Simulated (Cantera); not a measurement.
Input: 1 mol Si, a varied amount of HCl, 1 mol H2, held at 101000 Pa.

Points: T (K) = 873, 923, 973, 1023, 1073, 1123, 1173, 1223, 1273, 1323, 1373, 1423, 1473; n(HCl) (mol) = 0.61, 0.84, 1.1, 1.3, 1.5, 1.8, 2, 2.2, 2.4, 2.7, 2.9.

Cantera's Mixture.equilibrate('TP', solver="vcs", rtol=1e-11, max_steps=5000) on the NASA tables stopped like this:

```
ERROR: FAILURE its = 5001!

*******************************************************************************
CanteraError thrown by MultiPhase::equilibrate:
VCS solver failed. Return code: -1
*******************************************************************************
```

Task: What got this run through?

Result: This is not unique; one that fits is The failure is numerical, not chemical. The same input converged with solver="gibbs", rtol=1e-10, max_steps=50000, and the result passed a check of the equilibrium conditions:
```
    873       0.61  Si(cr)
    873       0.84  Si(cr)
    873        1.1  Si(cr)
    873        1.3  Si(cr)
    873        1.5  Si(cr)
    873        1.8  Si(cr)
    873          2  Si(cr)
    873        2.2  Si(cr)
    873        2.4  Si(cr)
    873        2.7  Si(cr)
    873        2.9  Si(cr)
    923       0.61  Si(cr)
    923       0.84  Si(cr)
    923        1.1  Si(cr)
    923        1.3  Si(cr)
    923        1.5  Si(cr)
    923        1.8  Si(cr)
    923          2  Si(cr)
    923        2.2  Si(cr)
    923        2.4  Si(cr)
    923        2.7  Si(cr)
    923        2.9  Si(cr)
    973       0.61  Si(cr)
    973       0.84  Si(cr)
    973        1.1  Si(cr)
    973        1.3  Si(cr)
    973        1.5  Si(cr)
    973        1.8  Si(cr)
    973          2  Si(cr)
    973        2.2  Si(cr)
    973        2.4  Si(cr)
    973        2.7  Si(cr)
    973        2.9  Si(cr)
   1023       0.61  Si(cr)
   1023       0.84  Si(cr)
   1023        1.1  Si(cr)
   1023        1.3  Si(cr)
   1023        1.5  Si(cr)
   1023        1.8  Si(cr)
   1023          2  Si(cr)
   1023        2.2  Si(cr)
   1023        2.4  Si(cr)
   1023        2.7  Si(cr)
   1023        2.9  Si(cr)
   1073       0.61  Si(cr)
   1073       0.84  Si(cr)
   1073        1.1  Si(cr)
   1073        1.3  Si(cr)
   1073        1.5  Si(cr)
   1073        1.8  Si(cr)
   1073          2  Si(cr)
   1073        2.2  Si(cr)
   1073        2.4  Si(cr)
   1073        2.7  Si(cr)
   1073        2.9  Si(cr)
   1123       0.61  Si(cr)
   1123       0.84  Si(cr)
   1123        1.1  Si(cr)
   1123        1.3  Si(cr)
   1123        1.5  Si(cr)
   1123        1.8  Si(cr)
   1123          2  Si(cr)
   1123        2.2  Si(cr)
   1123        2.4  Si(cr)
   1123        2.7  Si(cr)
   1123        2.9  Si(cr)
   1173       0.61  Si(cr)
   1173       0.84  Si(cr)
   1173        1.1  Si(cr)
   1173        1.3  Si(cr)
   1173        1.5  Si(cr)
   1173        1.8  Si(cr)
   1173          2  Si(cr)
   1173        2.2  Si(cr)
   1173        2.4  Si(cr)
   1173        2.7  Si(cr)
   1173        2.9  Si(cr)
   1223       0.61  Si(cr)
   1223       0.84  Si(cr)
   1223        1.1  Si(cr)
   1223        1.3  Si(cr)
   1223        1.5  Si(cr)
   1223        1.8  Si(cr)
   1223          2  Si(cr)
   1223        2.2  Si(cr)
   1223        2.4  Si(cr)
   1223        2.7  Si(cr)
   1223        2.9  Si(cr)
   1273       0.61  Si(cr)
   1273       0.84  Si(cr)
   1273        1.1  Si(cr)
   1273        1.3  Si(cr)
   1273        1.5  Si(cr)
   1273        1.8  Si(cr)
   1273          2  Si(cr)
   1273        2.2  Si(cr)
   1273        2.4  Si(cr)
   1273        2.7  Si(cr)
   1273        2.9  Si(cr)
   1323       0.61  Si(cr)
   1323       0.84  Si(cr)
   1323        1.1  Si(cr)
   1323        1.3  Si(cr)
   1323        1.5  Si(cr)
   1323        1.8  Si(cr)
   1323          2  Si(cr)
   1323        2.2  Si(cr)
   1323        2.4  Si(cr)
   1323        2.7  Si(cr)
   1323        2.9  Si(cr)
   1373       0.61  Si(cr)
   1373       0.84  Si(cr)
   1373        1.1  Si(cr)
   1373        1.3  Si(cr)
   1373        1.5  Si(cr)
   1373        1.8  Si(cr)
   1373          2  Si(cr)
   1373        2.2  Si(cr)
   1373        2.4  Si(cr)
   1373        2.7  Si(cr)
   1373        2.9  Si(cr)
   1423       0.61  Si(cr)
   1423       0.84  Si(cr)
   1423        1.1  Si(cr)
   1423        1.3  Si(cr)
   1423        1.5  Si(cr)
   1423        1.8  Si(cr)
   1423          2  Si(cr)
   1423        2.2  Si(cr)
   1423        2.4  Si(cr)
   1423        2.7  Si(cr)
   1423        2.9  Si(cr)
   1473       0.61  Si(cr)
   1473       0.84  Si(cr)
   1473        1.1  Si(cr)
   1473        1.3  Si(cr)
   1473        1.5  Si(cr)
   1473        1.8  Si(cr)
   1473          2  Si(cr)
   1473        2.2  Si(cr)
   1473        2.4  Si(cr)
   1473        2.7  Si(cr)
   1473        2.9  Si(cr)
```

The gas is ideal and each condensed phase is pure. The tables' values for SiCl3 are old estimates.
